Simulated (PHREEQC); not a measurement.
0.013 g of hydrous ferric oxide (600 m²/g; 0.2 weak and 0.005 strong sites per Fe, Dzombak-Morel constants, diffuse double layer) in 1 kg of water with 0.1 mol/kgw of an inert sodium salt and 3.7e-05 mol ZnSO4 and 5.7e-07 mol ZnCl2, at 25 °C; the pH is set by adding NaOH or the inert anion's acid. O2 is buffered at 0.21 atm. The system is closed to CO2. Precipitation was switched off in this run.

Equilibrium calculation in PHREEQC: ion-association model, wateq4f.dat.

Task: Predict S sorbed (%), Zn sorbed (%), surface charge σ (C/m²), surface potential ψ (mV) at pH = 5.5, 5.88, 7.

Result: 
```json
[
 {"pH": "5.5", "S sorbed (%)": "7.9", "Zn sorbed (%)": "0.6", "surface charge σ (C/m²)": "0.127", "surface potential ψ (mV)": "100"},
 {"pH": "5.88", "S sorbed (%)": "4.7", "Zn sorbed (%)": "1.4", "surface charge σ (C/m²)": "0.106", "surface potential ψ (mV)": "91"},
 {"pH": "7", "S sorbed (%)": "0.5", "Zn sorbed (%)": "9.1", "surface charge σ (C/m²)": "0.054", "surface potential ψ (mV)": "60"}
]
```

Along this series the solution becomes supersaturated in solids that the run did not let form, among them Zn(OH)2-e.
